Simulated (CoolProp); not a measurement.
Vapour pressure (MPa) of water: the reference equation beside estimates from Tc = 647.1 K, pc = 22.06 MPa, ω = 0.344. Clausius-Clapeyron is anchored at 433.4 K with a constant enthalpy of vaporisation of 37.49 kJ/mol.

Computed with CoolProp (reference Helmholtz-energy equation of state, Wagner 2002).

```
T (K)  reference  Lee-Kesler  Clausius-Clapeyron  Soave-Redlich-Kwong  Peng-Robinson
-----  ---------  ----------  ------------------  -------------------  -------------
433.4     0.6222      0.6127              0.6222               0.6130              …
453.9      1.020       1.021              0.9954                1.020          1.018
474.3          …       1.611               1.526                1.610          1.599
494.8      2.394       2.435               2.263                2.439          2.414
515.3      3.475       3.544               3.252                3.559          3.515
535.7      4.890       4.984               4.537                5.024          4.956
556.2      6.717       6.832               6.188                    …          6.816
576.7      9.026       9.150               8.255                9.275          9.163
597.1      11.89       12.01               10.78                12.18          12.06
617.6      15.43       15.54               13.85                15.72          15.61
```

### Question
Complete the blanks.

### Answer

- 433.4, Peng-Robinson: 0.6161
- 474.3, reference: 1.593
- 556.2, Soave-Redlich-Kwong: 6.909

Absolute difference from the reference over all 10 rows, mean and median: Lee-Kesler 1.3 and 1.5 %, Clausius-Clapeyron 6.2 and 6.8 %, Soave-Redlich-Kwong 2.0 and 2.1 %, Peng-Robinson 1.0 and 1.2 %.
